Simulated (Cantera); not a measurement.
A perfectly stirred reactor is fed with C2H6 : H2 = 1 : 2.3 (molar parts), at 0.000266 atm; it is held at 1523 K, and followed from long to short residence time.

Detailed kinetics in Cantera: GRI-Mech 3.0 (53 species, 325 reactions). GRI-Mech 3.0 stops at C3 and has no aromatics, soot or wall deposition, so with more carbon than oxygen in the feed, carbon stays in small species such as C2H2 where larger ones or solid carbon would form. Radical loss at walls, strong at low pressure, is not modelled.

What does this change do: C2H6 1 to 0.28 parts?


| quantity | before | after |
|---|---|---|
| x(C2H6) at τ = 24.0 s | 0.000291 | 0.000124 |
| x(H2) at τ = 24.0 s | 0.754 | 0.879 |
| x(CH2) at τ = 24.0 s | 1.58e-6 | 1.15e-6 |
| x(CH3) at τ = 24.0 s | 0.00255 | 0.00155 |
| x(H) at τ = 24.0 s | 0.00121 | 0.00131 |
| x(C2H6) at τ = 0.110 s | 0.0412 | 0.0153 |
| x(H2) at τ = 0.110 s | 0.624 | 0.840 |
| x(CH2) at τ = 0.110 s | 1.00e-5 | 5.45e-6 |
| x(CH3) at τ = 0.110 s | 0.0226 | 0.00902 |
| x(H) at τ = 0.110 s | 0.00184 | 0.00213 |

What does this change do: temperature 1523 to 1100 K?


| quantity | before | after |
|---|---|---|
| x(C2H6) at τ = 24.0 s | 0.000291 | 0.0751 |
| x(H2) at τ = 24.0 s | 0.754 | 0.693 |
| x(CH2) at τ = 24.0 s | 1.58e-6 | 1.60e-9 |
| x(CH3) at τ = 24.0 s | 0.00255 | 0.000127 |
| x(H) at τ = 24.0 s | 0.00121 | 1.86e-5 |
| x(C2H6) at τ = 0.110 s | 0.0412 | 0.303 |
| x(H2) at τ = 0.110 s | 0.624 | 0.697 |
| x(CH2) at τ = 0.110 s | 1.00e-5 | 1.28e-11 |
| x(CH3) at τ = 0.110 s | 0.0226 | 9.23e-6 |
| x(H) at τ = 0.110 s | 0.00184 | 1.45e-6 |

What does this change do: C2H6 1 to 0.24 parts?


```
quantity                  before     after
----------------------  --------  --------
x(C2H6) at τ = 24.0 s   0.000291  0.000109
x(H2) at τ = 24.0 s        0.754     0.891
x(CH2) at τ = 24.0 s     1.58e-6   1.09e-6
x(CH3) at τ = 24.0 s     0.00255   0.00143
x(H) at τ = 24.0 s       0.00121   0.00133
x(C2H6) at τ = 0.110 s    0.0412    0.0134
x(H2) at τ = 0.110 s       0.624     0.859
x(CH2) at τ = 0.110 s    1.00e-5   5.01e-6
x(CH3) at τ = 0.110 s     0.0226   0.00787
x(H) at τ = 0.110 s      0.00184   0.00214
```
